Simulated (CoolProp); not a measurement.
Saturation properties of CH2F2 (R32) (Tc = 351.3 K, pc = 5783 kPa, ω = 0.277).

Computed with CoolProp (reference Helmholtz-energy equation of state, Tillner-Roth 1997).

```csv
T (K),p (kPa),enthalpy of vaporisation (kJ/kg),liquid cp (kJ/(kg K))
252.6,397.4,344.8,1.659
255.3,439.7,341.2,1.668
258.1,487.2,337.3,1.678
260.8,536.6,333.6,1.688
263.5,589.7,329.8,1.699
266.3,649.0,325.7,1.712
269,710.3,321.7,1.724
271.7,776.0,317.5,1.737
274.4,846.2,313.3,1.752
277.2,923.9,308.9,1.768
279.9,1004,304.4,1.784
282.6,1089,299.9,1.802
285.4,1183,295.0,1.822
288.1,1279,290.2,1.842
```

It boils at 221.5 K under 1 atm.
